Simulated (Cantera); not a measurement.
An adiabatic, constant-pressure homogeneous reactor starts with CH4 : O2 : N2 = 1 : 1.18 : 4.42 (molar parts), equivalence ratio 1.7, at 1150 K and 638 Torr. Integrator tolerance rtol = 1e-08.

Cantera simulation using GRI-Mech 3.0 (53 species, 325 reactions); the numbers are that mechanism's predictions, not measurements.

| quantity | before | after |
|---|---|---|
| time of steepest temperature rise | 0.148 s | 34.8 ms |
| temperature at 3.00 s | 2403 K | 2474 K |
| equilibrium temperature | 2403 K | 2474 K |
| x(CH4) at 3.00 s | 3.23e-12 (gas-phase equilibrium 3.66e-12) | 2.32e-12 (gas-phase equilibrium 2.63e-12) |
| x(O2) at 3.00 s | 3.14e-5 (gas-phase equilibrium 3.14e-5) | 6.54e-5 (gas-phase equilibrium 6.54e-5) |
| x(H) at 3.00 s | 0.00584 (gas-phase equilibrium 0.00584) | 0.00805 (gas-phase equilibrium 0.00805) |
| x(NO) at 3.00 s | 0.000205 (gas-phase equilibrium 0.000205) | 0.000337 (gas-phase equilibrium 0.000337) |
| x(C2H) at 3.00 s | <1e-12 (gas-phase equilibrium <1e-12) | <1e-12 (gas-phase equilibrium <1e-12) |

Question: What was changed between the two runs?
A. pressure from 638 Torr to 1500 Torr
B. pressure from 638 Torr to 3750 Torr
C. pressure from 638 Torr to 7500 Torr
D. initial temperature 1150 to 1250 K

Answer: D, initial temperature 1150 to 1250 K
